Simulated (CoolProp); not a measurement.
R13 along the isobar 0.64 MPa: fugacity coefficient from the reference equation and from simpler models built on Tc = 303.0 K, pc = 3.973 MPa, ω = 0.175; each cubic takes its own stable root.

Values from CoolProp's reference Helmholtz-energy equation of state, Platzer 1990. This equation is an older, rougher fit.

| T (K) | phase | reference |
|---|---|---|
| 281.4 | gas | 0.9306 |
| 296.8 | gas | 0.9419 |
| 312.1 | gas | 0.9510 |
| 327.4 | gas | 0.9583 |
| 342.7 | gas | 0.9643 |
| 358.1 | gas | 0.9694 |
| 373.4 | gas | 0.9736 |
| 388.7 | gas | 0.9772 |
| 404 | gas | 0.9803 |
| 419.4 | gas | 0.9829 |
| 434.7 | gas | 0.9852 |
| 450 | gas | 0.9871 |

### Question
How far does each simpler model (van der Waals, Redlich-Kwong, Soave-Redlich-Kwong, Peng-Robinson) lie from the reference over these 12 states: mean and median of the absolute difference, and the worst?

### Answer
- van der Waals: mean 0.4 %, median 0.4 %, worst +1.3 % at 281.4 K and 0.64 MPa
- Redlich-Kwong: mean 0.2 %, median 0.3 %, worst -0.3 % at 434.7 K and 0.64 MPa
- Soave-Redlich-Kwong: mean 0.0 %, median 0.0 %, worst +0.1 % at 281.4 K and 0.64 MPa
- Peng-Robinson: mean 0.5 %, median 0.5 %, worst -0.6 % at 312.1 K and 0.64 MPa
